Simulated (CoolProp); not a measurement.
The numbers come from the reference Helmholtz-energy equation of state, Akasaka 2022 in CoolProp.

For R1233zd(E), give the phase and the Z, cp (kJ/(kg K)), speed of sound (m/s), isothermal compressibility (1/MPa) at 156.85 °C and 982 kPa.


- 156.85 °C and 982 kPa: gas; Z 0.887, cp 1.02, speed of sound 155, isothermal compressibility 1.16
